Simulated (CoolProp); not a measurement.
The fluid at 558.11 K and 26.3 MPa is throttled through a valve to 0.855 MPa with no heat exchange. The same conditions are run with several fluids, on thermodynamics alone (safety and materials aside).

Values from CoolProp's reference Helmholtz-energy equation of state of each fluid (hydrogen sulfide: Lemmon 2006; hexamethyldisiloxane (MM): Thol 2016; oxygen: Schmidt 1985; ethane: Bücker 2006; sulfur hexafluoride: Guder 2009).

| fluid | temperature change (K) | final density (kg/m³) |
|---|---|---|
| hydrogen sulfide | … | 8.13 |
| hexamethyldisiloxane (MM) | … | 40.8 |
| oxygen | … | 5.97 |
| ethane | … | 6.06 |
| sulfur hexafluoride | -33.1 | 28.9 |

What belongs in the gaps?


- hydrogen sulfide, temperature change (K): -119.1
- hexamethyldisiloxane (MM), temperature change (K): -49.6
- oxygen, temperature change (K): -8.3
- ethane, temperature change (K): -42.9

Above 300 K oxygen's equation is extrapolated.
